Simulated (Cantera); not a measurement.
An isothermal, constant-pressure homogeneous reactor starts with NO : N2 : H2O = 1 : 6.5 : 0.013 (molar parts), at 1700 K and 23.3 Torr.

Cantera simulation using GRI-Mech 3.0 (53 species, 325 reactions); the numbers are that mechanism's predictions, not measurements. Radical loss at walls, strong at low pressure, is not modelled.

Predict: x(NO) at 100 s; x(NO2) at 100 s; x(O2) at 100 s; x(N2O) at 100 s; x(O) at 100 s; x(N2) at 100 s.


| Item | Value |
|---|---|
| x(NO) at 100 s | 0.120 (gas-phase equilibrium 0.00177) |
| x(NO2) at 100 s | 1.13e-5 (gas-phase equilibrium 5.44e-7) |
| x(O2) at 100 s | 0.00639 (gas-phase equilibrium 0.0656) |
| x(N2O) at 100 s | 4.85e-6 (gas-phase equilibrium 1.98e-8) |
| x(O) at 100 s | 2.21e-5 (gas-phase equilibrium 6.54e-5) |
| x(N2) at 100 s | 0.872 (gas-phase equilibrium 0.931) |
